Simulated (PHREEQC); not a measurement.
## Acid mine or pickling water: an equilibrium model

Model water analysis in mmol/kgw, 25 °C, pH 4.08, pe 12: Na 3.63; K 5.41; Ca 9.03; Mg 7.77; Cl 6.47; S(6) 18.2; Al 0.0047; Zn 0.0447; F 0.123; Cu(2) 0.0218.

Valence states are taken as typed.

The numbers come from PHREEQC with the ion-association model, phreeqc.dat.

This is a speciation only: nothing precipitates in the calculation.

**Question.** What ionic strength, density, specific conductance does the model give?

**Answer.** ionic strength 0.0544 mol/kgw; density 1.000 g/cm³; specific conductance 3370 µS/cm.

**Question.** In which forms is K present?

**Answer.** K+ 96 %, KSO4- 3.6 % of the K.

Fluoro complexes past AlF4- and FeF3 are missing from the database.
